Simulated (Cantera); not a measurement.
Input (Python, Cantera) and output of one run.

```python
import numpy as np
import cantera as ct

gas_names = """
    B BF BF2 BF3 BH BHF2 BH2 BH3 BN B2 F F2 H HF H2 H2F2 H3F3 H4F4 H5F5 H6F6 H7F7 N NF NF2 NF3 NH NH2
    NH3 N2 N2H2 N2H4
""".split()
cond_names = """
    B(b) B(L) BN(s)
""".split()


# ... load() reads the species with a 1 bar reference pressure and builds the phases ...
atoms = {
    'BN': {'B': 1, 'N': 1},
    'HF': {'H': 1, 'F': 1},
}
top_T = {'BN(s)': 3200}  # K; cautious upper limits of use, not melting points


# ... equilibrate(T, P, feed) seeds the gas with the atoms and calls Mixture.equilibrate('TP', solver="vcs", rtol=1e-11, max_steps=5000) ...
results = []
feed = {'BN': 1, 'HF': 2.1}  # mol
T = 998.15  # K
P = 2.1  # Pa
mix = equilibrate(T, P, feed)
results.append((T, P, feed, dict(zip(mix.species_names, mix.species_moles))))
print(gas.report(threshold=1e-06))
for i in range(1, mix.n_phases):
    print(f"{mix.phase(i).name:16s} {mix.phase_moles(i):12.5e} mol")
```

Result:

```
       temperature   998.15 K
          pressure   2.1 Pa
           density   7.1236e-06 kg/m^3
  mean mol. weight   28.152 kg/kmol
   phase of matter   gas

                          1 kg             1 kmol
                     ---------------   ---------------
          enthalpy       -1.2346e+07       -3.4757e+08  J
   internal energy       -1.2641e+07       -3.5587e+08  J
           entropy             11720        3.2996e+05  J/K
    Gibbs function       -2.4045e+07       -6.7692e+08  J
 heat capacity c_p            1617.9             45546  J/K
 heat capacity c_v            1322.5             37232  J/K

                      mass frac. Y      mole frac. X     chem. pot. / RT
                     ---------------   ---------------   ---------------
               BF2        5.6262e-06        3.2452e-06           -127.04
               BF3           0.79041           0.32817           -183.02
              BHF2        0.00010015        5.6599e-05           -141.54
                HF          0.010917          0.015363            -70.47
                H2          0.035253           0.49229           -28.981
                N2           0.16331           0.16412           -37.435
     [  +25 minor]        1.4506e-08        3.3394e-07

B(b)              0.00000e+00 mol
BN(s)             3.10712e-01 mol
```

Equilibrium computed with Cantera from the NASA thermochemical tables; the gas is ideal and each condensed phase is pure.
